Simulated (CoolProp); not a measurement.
Saturation properties of o-xylene.

Computed with CoolProp (reference Helmholtz-energy equation of state, Zhou 2012).

| T (°C) | p (MPa) | liquid density (kg/m³) | liquid viscosity (µPa s) |
|---|---|---|---|
| 208.55 | 0.4281 | 702.1 | 164 |
| 218.15 | 0.5122 | 690.8 | 155 |
| 227.65 | 0.6070 | 679.3 | 146 |
| 237.25 | 0.7158 | 667.2 | 138 |
| 246.85 | 0.8387 | 654.5 | 130 |
| 256.35 | 0.9753 | 641.3 | 122 |
| 265.95 | 1.130 | 627.3 | 115 |
| 275.45 | 1.300 | 612.5 | 107 |
| 285.05 | 1.492 | 596.4 | 99.8 |
| 294.65 | 1.704 | 579.0 | 92.3 |
| 304.15 | 1.936 | 559.9 | 84.7 |
| 313.75 | 2.195 | 538.0 | 76.7 |
| 323.35 | 2.482 | 512.6 | 68.2 |
| 332.85 | 2.794 | 481.9 | 59.2 |
| 342.45 | 3.142 | 441.3 | 49.0 |

It boils at 144.4 °C under 1 atm.

Viscosity comes from a separate model (Cao 2016).
